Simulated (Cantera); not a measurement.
Charge: 1 mol SiC, 0.43 mol H2O, 44 mol N2, 0.15 mol N2O, at 33.0 Pa.

Method: chemical equilibrium by Gibbs-energy minimisation in Cantera with the NASA 1993 tables (ideal gas, pure condensed phases). Candidate condensed phases: C, C6H6, C7H8, C8H18, H2O, Si, SiC, SiO2, Si2N2O, Si3N4; 151 gas species. Mutual solubility and eutectic melting of coexisting phases are not modelled. The tables' values for SiN are old estimates; treat these amounts as uncertain. Kinetics and transport are ignored.

x: gas mole fraction; n: condensed amount in mol.

| T (K) | x N2 | x Si | x H | x CO | x H2 | n C(graphite) | n Si2N2O(s) | n SiC(s) |
|---|---|---|---|---|---|---|---|---|
| 923 | 0.988 | <1e-12 | 1.33e-9 | 0.00181 | 0.00974 | 0.920 | 0.500 | 0 |
| 1023 | 0.988 | <1e-12 | 2.25e-8 | 0.00181 | 0.00974 | 0.920 | 0.500 | 0 |
| 1123 | 0.988 | <1e-12 | ? | 0.00181 | 0.00974 | 0.920 | 0.500 | 0 |
| 1223 | 0.988 | 4.99e-12 | 1.63e-6 | 0.00181 | 0.00973 | 0.920 | 0.500 | 0 |
| 1323 | 0.982 | 1.17e-9 | 8.55e-6 | 0.00863 | 0.00959 | 0 | 0.193 | 0.613 |
| 1423 | 0.982 | 1.36e-7 | 3.58e-5 | 0.00851 | 0.00958 | 0 | 0.183 | 0.618 |
| 1523 | 0.978 | 9.17e-6 | 0.000124 | 0.00649 | 0.00946 | 0 | 0.00615 | 0.707 |
| 1623 | 0.977 | ? | ? | 0.00646 | 0.00933 | 0 | 0 | 0.707 |
| 1723 | 0.976 | 0.000708 | 0.000953 | 0.00676 | 0.00902 | 0 | 0 | 0.693 |
| 1823 | 0.973 | 0.00350 | 0.00218 | 0.00816 | 0.00835 | 0 | 0 | 0.625 |
| 1923 | 0.966 | 0.00928 | 0.00437 | 0.0110 | 0.00711 | 0 | 0 | 0.477 |
| 2023 | 0.960 | 0.0131 | 0.00749 | 0.0124 | 0.00513 | 0 | 0 | 0.332 |
| 2123 | 0.951 | 0.0193 | 0.0110 | 0.0124 | 0.00309 | 0.208 | 0 | 0 |
| 2223 | 0.949 | 0.0191 | 0.0140 | 0.0125 | 0.00157 | 0.142 | 0 | 0 |

**Question.** Fill in the missing entries.

**Answer.** 
- 1623, x Si: 9.53e-5
- 1623, x H: 0.000367
- 1123, x H: 2.31e-7
